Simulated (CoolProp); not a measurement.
Vapour-liquid equilibrium of R22 (1) + R142b (2) at 0.0916 MPa; x and y are mole fractions of (1).

Model: multi-fluid Helmholtz-energy mixture model, Kamei 1995 and Lemmon 2006; pair parameters Bell 2016, in CoolProp.

```json
[
 {"x": "0.05", "bubble temperature (°C)": "?", "y at the bubble point": "0.154", "dew temperature at overall composition x (°C)": "-12.5", "liquid density (mol/L)": "12.13"},
 {"x": "0.125", "bubble temperature (°C)": "-18.2", "y at the bubble point": "0.332", "dew temperature at overall composition x (°C)": "-13.9", "liquid density (mol/L)": "?"},
 {"x": "0.2", "bubble temperature (°C)": "-21.4", "y at the bubble point": "0.467", "dew temperature at overall composition x (°C)": "-15.4", "liquid density (mol/L)": "12.73"},
 {"x": "0.275", "bubble temperature (°C)": "-24.3", "y at the bubble point": "0.574", "dew temperature at overall composition x (°C)": "-17.0", "liquid density (mol/L)": "13.03"},
 {"x": "0.35", "bubble temperature (°C)": "-26.9", "y at the bubble point": "0.660", "dew temperature at overall composition x (°C)": "-18.6", "liquid density (mol/L)": "13.34"},
 {"x": "0.425", "bubble temperature (°C)": "-29.2", "y at the bubble point": "0.732", "dew temperature at overall composition x (°C)": "-20.4", "liquid density (mol/L)": "13.66"},
 {"x": "0.5", "bubble temperature (°C)": "-31.4", "y at the bubble point": "0.791", "dew temperature at overall composition x (°C)": "-22.3", "liquid density (mol/L)": "13.99"},
 {"x": "0.575", "bubble temperature (°C)": "-33.5", "y at the bubble point": "?", "dew temperature at overall composition x (°C)": "-24.3", "liquid density (mol/L)": "14.32"},
 {"x": "0.65", "bubble temperature (°C)": "-35.4", "y at the bubble point": "0.882", "dew temperature at overall composition x (°C)": "-26.5", "liquid density (mol/L)": "14.66"},
 {"x": "0.725", "bubble temperature (°C)": "-37.3", "y at the bubble point": "0.917", "dew temperature at overall composition x (°C)": "-29.0", "liquid density (mol/L)": "15.01"},
 {"x": "0.8", "bubble temperature (°C)": "-39.0", "y at the bubble point": "0.946", "dew temperature at overall composition x (°C)": "-31.8", "liquid density (mol/L)": "15.37"},
 {"x": "0.875", "bubble temperature (°C)": "-40.6", "y at the bubble point": "0.970", "dew temperature at overall composition x (°C)": "-35.1", "liquid density (mol/L)": "15.74"},
 {"x": "0.95", "bubble temperature (°C)": "-42.0", "y at the bubble point": "0.989", "dew temperature at overall composition x (°C)": "-39.2", "liquid density (mol/L)": "16.11"}
]
```

**Question.** Some entries are withheld; supply them.

**Answer.** 
- 0.05, bubble temperature (°C): -14.5
- 0.125, liquid density (mol/L): 12.43
- 0.575, y at the bubble point: 0.841

No azeotrope shows between x = 0.05 and 0.95.

Pair parameters are fitted to limited data, so mixtures are less certain than the pure fluids.
